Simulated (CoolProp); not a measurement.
Vapour-liquid equilibrium of carbon dioxide (1) + R143a (2) at 259.1 K; x and y are mole fractions of (1).

The numbers come from the multi-fluid Helmholtz-energy mixture model, Span 1996 and Lemmon and Jacobsen 2000; pair parameters Bell 2016 in CoolProp.

| x | bubble pressure (kPa) | y at the bubble point | dew pressure at overall composition x (kPa) | liquid density (mol/L) |
|---|---|---|---|---|
| 0.05 | 467.8 | 0.189 | 408.1 | 13.04 |
| 0.2 | 752.1 | 0.551 | 473.1 | 14.02 |
| 0.35 | 1073 | 0.728 | 562.2 | 15.11 |
| 0.5 | 1388 | 0.825 | 692.7 | 16.36 |
| 0.65 | 1681 | 0.887 | 902.9 | 17.82 |
| 0.8 | 1962 | 0.935 | 1293 | 19.61 |
| 0.95 | 2252 | 0.983 | 2051 | 21.88 |

No azeotrope shows between x = 0.05 and 0.95.

Pair parameters are fitted to limited data, so mixtures are less certain than the pure fluids. The gap from Raoult's law changes sign with composition, which may be real or a fault of the pair parameters; it wasn't checked against measurements.
